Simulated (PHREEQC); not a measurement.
A made-up water analysis in mg/kgw, 25 °C, pH 2.87:

```json
[
 {"constituent": "Na", "mg/kgw": "1480"},
 {"constituent": "K", "mg/kgw": "822"},
 {"constituent": "Ca", "mg/kgw": "39.6"},
 {"constituent": "Mg", "mg/kgw": "87.5"},
 {"constituent": "Cl", "mg/kgw": "327"},
 {"constituent": "S(6) as SO4", "mg/kgw": "3990"},
 {"constituent": "Li", "mg/kgw": "1.5"}
]
```

Valence states are taken as typed.

Computed with PHREEQC (Pitzer model, pitzer.dat).

No solid was allowed to form.

### Question
What specific conductance, density, osmotic coefficient does the model give?

### Answer
specific conductance 9620 µS/cm; density 1.003 g/cm³; osmotic coefficient 0.834.

### Question
In which forms is S present?

### Answer
SO4-2 95 %, HSO4- 4.7 % of the S.
